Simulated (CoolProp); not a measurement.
Model: reference Helmholtz-energy equation of state, Gedanitz 2015, in CoolProp.

### Question
Give the vapour pressure (MPa), enthalpy of vaporisation (kJ/kg), liquid cp (kJ/(kg K)), liquid conductivity (mW/(m K)) of saturated cyclopentane at 413.9 K.

### Answer
| T (K) | p (MPa) | enthalpy of vaporisation (kJ/kg) | liquid cp (kJ/(kg K)) | liquid conductivity (mW/(m K)) |
|---|---|---|---|---|
| 413.9 | 0.987 | 305 | 2.49 | 87.1 |

Thermal conductivity comes from a separate model (Vassiliou 2015).
